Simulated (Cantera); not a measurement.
Charge: 1 mol SiCl4, 0.65 mol CH4, 13 mol H2, held at 1748 K and 3.00 mbar.

Method: chemical equilibrium by Gibbs-energy minimisation in Cantera with the NASA 1993 tables (ideal gas, pure condensed phases). Candidate condensed phases: C, C6H6, C7H8, C8H18, Si, SiC; 109 gas species. The tables' values for SiCl3, SiCl are old estimates; treat these amounts as uncertain. Rates play no part.

Q: What is the equilibrium state?

A: 
| Quantity | Result |
|---|---|
| x(H2) | 0.773 |
| x(HCl) | 0.201 |
| x(SiCl2) | 0.0211 |
| x(H) | 0.00367 |
| x(Cl) | 0.000737 |
| x(SiCl3) | 0.000169 |
| x(SiCl) | 8.74e-5 |
| x(Si) | 5.86e-5 |
| x(SiH) | 3.76e-6 |
| n(SiC(s)) | 0.650 mol |
| gas amount | 16.34 mol |
| log10 activity of C(graphite) (absent) | -0.81 |
| log10 activity of Si(l) (absent) | -0.92 |
